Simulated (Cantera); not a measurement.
A closed system holds: 1 mol CHF₃, 0.021 mol Si.

These are equilibrium values from Cantera (NASA tables, ideal gas, pure condensed phases), not measurements of a reactor. Candidate condensed phases: C, C₆H₆, C₇H₈, C₈H₁₈, Si, SiC; 113 gas species. The tables' values for SiF₂, SiF₃ are old estimates. Equilibrium is a limit: real reactors are often held back by kinetics, nucleation or transport.

Stable condensed phases, one row left out:

```
T in K \ P in Pa
              1    3.2     10     32    100    320   1000   3200  10000  32000 100000
   3275       A      A      A      A      A      A      A      A      B      B      B
   3175       A      A      A      A      A      A      A      B      B      B      B
   3075       A      A      A      A      A      A      A      B      B      B      B
   2975       A      A      A      A      A      A      B      B      B      B      B
   2875       A      A      A      A      A      B      B      B      B      B      B
   2675       A      A      B      B      B      B      B      B      B      B      B
   2575       A      B      B      B      B      B      B      B      B      B      B
   2475       B      B      B      B      B      B      B      B      B      B      B
   2375       B      B      B      B      B      B      B      B      B      B      B
   2275       B      B      B      B      B      B      B      B      B      B      B
   2175       B      B      B      B      B      B      B      B      B      B      B
   2075       B      B      B      B      B      B      B      B      B      B      B
```

A: gas only; B: C.

**Question.** Give the row for 2775 K.

**Answer.** 1: gas only; 3.2: gas only; 10: gas only; 32: C; 100: C; 320: C; 1000: C; 3200: C; 10000: C; 32000: C; 100000: C.
